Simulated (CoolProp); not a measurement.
Aqueous methanol as a coolant, at 31 °C, 1 atm.

Values from CoolProp's Melinder's fits for secondary coolants.

```json
[
 {"mass %": "2.7", "freezing point (°C)": "-1.5", "viscosity (mPa s)": "0.834", "conductivity (W/(m K))": "0.599", "Prandtl number": "5.83", "density (kg/m³)": "990.6"},
 {"mass %": "6.7", "freezing point (°C)": "-4.1", "viscosity (mPa s)": "0.916", "conductivity (W/(m K))": "0.573", "Prandtl number": "6.69", "density (kg/m³)": "983.7"},
 {"mass %": "10.8", "freezing point (°C)": "-7.2", "viscosity (mPa s)": "1.00", "conductivity (W/(m K))": "0.548", "Prandtl number": "7.61", "density (kg/m³)": "977.1"},
 {"mass %": "14.8", "freezing point (°C)": "-10.4", "viscosity (mPa s)": "1.08", "conductivity (W/(m K))": "0.525", "Prandtl number": "8.55", "density (kg/m³)": "970.7"},
 {"mass %": "18.9", "freezing point (°C)": "-14.0", "viscosity (mPa s)": "1.16", "conductivity (W/(m K))": "0.501", "Prandtl number": "9.51", "density (kg/m³)": "964.2"},
 {"mass %": "22.9", "freezing point (°C)": "-17.9", "viscosity (mPa s)": "1.22", "conductivity (W/(m K))": "0.479", "Prandtl number": "10.4", "density (kg/m³)": "957.8"},
 {"mass %": "27", "freezing point (°C)": "-22.3", "viscosity (mPa s)": "1.27", "conductivity (W/(m K))": "0.456", "Prandtl number": "11.3", "density (kg/m³)": "951.0"},
 {"mass %": "31", "freezing point (°C)": "-26.9", "viscosity (mPa s)": "1.31", "conductivity (W/(m K))": "0.435", "Prandtl number": "12.1", "density (kg/m³)": "944.2"},
 {"mass %": "35.1", "freezing point (°C)": "-32.0", "viscosity (mPa s)": "1.34", "conductivity (W/(m K))": "0.415", "Prandtl number": "12.7", "density (kg/m³)": "936.9"},
 {"mass %": "39.1", "freezing point (°C)": "-37.4", "viscosity (mPa s)": "1.35", "conductivity (W/(m K))": "0.396", "Prandtl number": "13.2", "density (kg/m³)": "929.6"},
 {"mass %": "43.2", "freezing point (°C)": "-43.4", "viscosity (mPa s)": "1.34", "conductivity (W/(m K))": "0.377", "Prandtl number": "13.5", "density (kg/m³)": "921.9"},
 {"mass %": "47.2", "freezing point (°C)": "-49.8", "viscosity (mPa s)": "1.33", "conductivity (W/(m K))": "0.360", "Prandtl number": "13.7", "density (kg/m³)": "914.0"}
]
```
